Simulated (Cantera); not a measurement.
Feed: 1 mol TEOS, 1.1 mol H2O, 2.7 mol N2, equilibrated at 1398 K and 0.000180 bar.

Method: chemical equilibrium by Gibbs-energy minimisation in Cantera with the NASA 1993 tables (ideal gas, pure condensed phases). The feed counts by its element totals alone. Kinetics and transport are ignored.

| species | before | after |
|---|---|---|
| H2 | 0.587 | 0.657 |
| CO | 0.269 | 0.183 |
| N2 | 0.143 | 0.160 |
| SiO | 0.000334 | 1.62e-9 |
| H | 0.000270 | 2.63e-7 |
| HCN | 0.000141 | 2.48e-6 |
| C(graphite), mol | 1.91 | 4.90 |
| SiC(s), mol | 0.994 | 0 |
| SiO2(β-quartz), mol | 0 | 1.00 |
Gas species are given as mole fractions.

Q: Name the change that produced these shifts.
A. TEOS replaced by HMDSO
B. H2O from 1.1 to 3.2 mol
C. pressure from 0.000180 bar to 1.00 bar
D. temperature from 1398 K to 1025 K

A: D, temperature from 1398 K to 1025 K
